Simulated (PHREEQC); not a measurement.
0.26 g of hydrous ferric oxide (600 m²/g; 0.2 weak and 0.005 strong sites per Fe, Dzombak-Morel constants, diffuse double layer) in 1 kg of water with 0.3 mol/kgw of an inert sodium salt and 0.0004 mol H3BO3 and 0.00052 mol BaCl2, at 25 °C; the pH is set by adding NaOH or the inert anion's acid. O2 is buffered at 0.21 atm. No CO2 enters from the air. No solid was allowed to form.

All values are PHREEQC results (ion-association model, wateq4f.dat), not measurements.

```json
[
 {"pH": "3", "B sorbed (%)": "0.0", "Ba sorbed (%)": "0.0", "surface charge σ (C/m²)": "0.368", "surface potential ψ (mV)": "125"},
 {"pH": "3.38", "B sorbed (%)": "0.0", "Ba sorbed (%)": "0.0", "surface charge σ (C/m²)": "0.365", "surface potential ψ (mV)": "125"},
 {"pH": "3.75", "B sorbed (%)": "0.0", "Ba sorbed (%)": "0.0", "surface charge σ (C/m²)": "0.358", "surface potential ψ (mV)": "124"},
 {"pH": "4.12", "B sorbed (%)": "0.0", "Ba sorbed (%)": "0.0", "surface charge σ (C/m²)": "0.343", "surface potential ψ (mV)": "122"},
 {"pH": "4.5", "B sorbed (%)": "0.0", "Ba sorbed (%)": "0.0", "surface charge σ (C/m²)": "0.318", "surface potential ψ (mV)": "118"},
 {"pH": "4.88", "B sorbed (%)": "0.1", "Ba sorbed (%)": "0.0", "surface charge σ (C/m²)": "0.282", "surface potential ψ (mV)": "112"},
 {"pH": "5.25", "B sorbed (%)": "0.1", "Ba sorbed (%)": "0.0", "surface charge σ (C/m²)": "(withheld)", "surface potential ψ (mV)": "104"},
 {"pH": "5.62", "B sorbed (%)": "0.1", "Ba sorbed (%)": "0.0", "surface charge σ (C/m²)": "0.197", "surface potential ψ (mV)": "94"},
 {"pH": "6", "B sorbed (%)": "0.1", "Ba sorbed (%)": "(withheld)", "surface charge σ (C/m²)": "0.154", "surface potential ψ (mV)": "(withheld)"},
 {"pH": "6.38", "B sorbed (%)": "0.2", "Ba sorbed (%)": "0.3", "surface charge σ (C/m²)": "(withheld)", "surface potential ψ (mV)": "70"},
 {"pH": "6.75", "B sorbed (%)": "0.2", "Ba sorbed (%)": "0.7", "surface charge σ (C/m²)": "0.086", "surface potential ψ (mV)": "(withheld)"},
 {"pH": "7.12", "B sorbed (%)": "0.2", "Ba sorbed (%)": "1.4", "surface charge σ (C/m²)": "0.061", "surface potential ψ (mV)": "43"},
 {"pH": "7.5", "B sorbed (%)": "0.2", "Ba sorbed (%)": "2.1", "surface charge σ (C/m²)": "0.038", "surface potential ψ (mV)": "(withheld)"},
 {"pH": "7.88", "B sorbed (%)": "0.2", "Ba sorbed (%)": "2.6", "surface charge σ (C/m²)": "0.017", "surface potential ψ (mV)": "13"},
 {"pH": "8.25", "B sorbed (%)": "0.2", "Ba sorbed (%)": "2.9", "surface charge σ (C/m²)": "-0.003", "surface potential ψ (mV)": "-2"},
 {"pH": "8.62", "B sorbed (%)": "0.1", "Ba sorbed (%)": "3.3", "surface charge σ (C/m²)": "-0.022", "surface potential ψ (mV)": "-17"},
 {"pH": "9", "B sorbed (%)": "0.1", "Ba sorbed (%)": "5.0", "surface charge σ (C/m²)": "-0.043", "surface potential ψ (mV)": "-32"}
]
```

Task: Fill in the missing entries.

Result: 
- 5.25, surface charge σ (C/m²): 0.240
- 6, Ba sorbed (%): 0.1
- 6, surface potential ψ (mV): 83
- 6.38, surface charge σ (C/m²): 0.117
- 6.75, surface potential ψ (mV): 57
- 7.5, surface potential ψ (mV): 29

The oxide is taken as insoluble; below pH 4 it would dissolve.
